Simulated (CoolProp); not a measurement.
Vapour-liquid equilibrium of R22 (1) + acetone (2) at 0.0417 MPa; x and y are mole fractions of (1).

Values from CoolProp's multi-fluid Helmholtz-energy mixture model, Kamei 1995 and Lemmon 2006; pair parameters Bell 2016.

```
x     bubble temperature (°C)  y at the bubble point  dew temperature at overall composition x (°C)  liquid density (mol/L)
----  -----------------------  ---------------------  ---------------------------------------------  ----------------------
0.05                      8.5                  0.666                                           31.0                   13.89
0.15                     -9.0                  0.877                                           28.4                   14.39
0.25                    -17.2                  0.931                                           25.5                   14.73
0.35                    -23.9                  0.960                                           22.3                   15.06
0.45                    -30.3                  0.979                                           18.7                   15.40
0.55                    -36.8                  0.990                                           14.4                   15.74
0.65                    -43.1                  0.996                                            9.4                   16.08
0.75                    -48.9                  0.999                                            3.0                   16.40
0.85                    -53.6                  1.000                                           -5.8                   16.66
0.95                    -57.0                  1.000                                          -21.3                   16.83
```

No azeotrope shows between x = 0.05 and 0.95.

The pair parameters rest on a limited set of measurements; away from them the model extrapolates. With so large a gap from Raoult's law the liquid may split in two, which this calculation doesn't test in full.
